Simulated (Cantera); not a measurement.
Cantera run:

```python
import numpy as np
import cantera as ct

gas_names = """
    Fe FeO Fe(OH)2 H HO2 H2 H2O H2O2 O OH O2 O3
""".split()
cond_names = """
    Fe(a) Fe(c) Fe(d) Fe(L) FeO(s) FeO(L) Fe(OH)2(s) Fe(OH)3(s) Fe2O3(s) Fe3O4(s) H2O(s) H2O(L)
""".split()


# ... load() reads the species with a 1 bar reference pressure and builds the phases ...
atoms = {
    'Fe2O3': {'Fe': 2, 'O': 3},
    'H2O': {'H': 2, 'O': 1},
}
top_T = {'Fe2O3(s)': 1830, 'Fe3O4(s)': 1870}  # K; cautious upper limits of use, not melting points


# ... equilibrate(T, P, feed) seeds the gas with the atoms and calls Mixture.equilibrate('TP', solver="vcs", rtol=1e-11, max_steps=5000) ...
results = []
feed = {'Fe2O3': 1, 'H2O': 0.02}  # mol
P = 28000  # Pa
for T in [998, 1048, 1098, 1148, 1198, 1248, 1298, 1348, 1398, 1448, 1498, 1548, 1598]:
    mix = equilibrate(T, P, feed)
    results.append((T, P, feed, dict(zip(mix.species_names, mix.species_moles))))

top = {s: max(r[3][s] / sum(r[3][g] for g in gas_names) for r in results) for s in gas_names}
cols = sorted((s for s in top if top[s] > 1e-05), key=lambda s: -top[s])[:7]
seen = [c for c in cond_names if any(r[3].get(c, 0) > 1e-12 for r in results)]
print("log10 of partial pressures in bar; condensed amounts in mol")
print(f"{'T/K':>10s}" + "".join(f"{s[:9]:>10s}" for s in cols + seen))
for T, P, feed, n in results:
    ng = sum(n[g] for g in gas_names)
    print(f"{T:10.4g}" + "".join(f"{np.log10(max(n[s] / ng * P / 1e5, 1e-99)):10.3f}" for s in cols)
          + "".join(f"{n.get(c, 0):10.4g}" for c in seen))
```

It prints:

```
log10 of partial pressures in bar; condensed amounts in mol
       T/K       H2O        O2        OH        H2         O  Fe2O3(s)  Fe3O4(s)
       998    -0.553    -7.298    -8.388    -6.988   -13.479         1         0
      1048    -0.553    -6.887    -7.879    -6.575   -12.642         1         0
      1098    -0.553    -6.512    -7.417    -6.198   -11.881         1         0
      1148    -0.553    -6.171    -6.994    -5.854   -11.186         1         0
      1198    -0.553    -5.858    -6.607    -5.538   -10.548         1         0
      1248    -0.553    -5.567    -6.250    -5.248    -9.960         1 5.297e-09
      1298    -0.553    -4.810    -5.799    -5.225    -9.173         1 3.679e-06
      1348    -0.553    -4.111    -5.381    -5.202    -8.445         1 2.154e-05
      1398    -0.553    -3.462    -4.993    -5.181    -7.769    0.9999 9.849e-05
      1448    -0.555    -2.859    -4.633    -5.161    -7.139    0.9994  0.000398
      1498    -0.561    -2.297    -4.299    -5.147    -6.552    0.9978  0.001472
      1548    -0.580    -1.772    -3.994    -5.147    -6.003    0.9923  0.005154
      1598    -0.643    -1.280    -3.731    -5.192    -5.489    0.9723   0.01848
```

Equilibrium computed with Cantera from the NASA thermochemical tables; the gas is ideal and each condensed phase is pure. Mutual solubility and eutectic melting of coexisting phases are not modelled.
